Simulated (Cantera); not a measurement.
Input: 1 mol TiO₂, 0.012 mol H₂O, equilibrated at 1300 K and 14.3 Torr.

These are equilibrium values from Cantera (NASA tables, ideal gas, pure condensed phases), not measurements of a reactor. Candidate condensed phases: H₂O, Ti, TiO, TiO₂, Ti₂O₃, Ti₃O₅, Ti₄O₇; 12 gas species. Gases not in the tables: TiO(OH)₂. Rates play no part.

Base state: H₂O 1.000, H₂ 9.44e-5, O₂ 4.45e-5, OH 1.08e-5 (mole fractions); condensed: TiO₂(rutile).

Task: What changes in the equilibrium state with this change: TiO₂ replaced by AlN?

Result: 
```json
[
 {"species": "H₂", "before": "9.44e-5", "after": "0.750"},
 {"species": "N₂", "before": "0", "after": "0.250"},
 {"species": "H₂O", "before": "1.000", "after": "9.74e-7"},
 {"species": "O₂", "before": "4.45e-5", "after": "<1e-9"},
 {"species": "OH", "before": "1.08e-5", "after": "<1e-9"},
 {"species": "TiO₂(rutile), mol", "before": "1.00", "after": "0"},
 {"species": "AlN(s), mol", "before": "0", "after": "0.992"},
 {"species": "Al₂O₃(s), mol", "before": "0", "after": "0.00400"}
]
```
Mutual solubility and eutectic melting of coexisting phases are not modelled. Further candidate phases: Al, AlN, Al₂O₃.
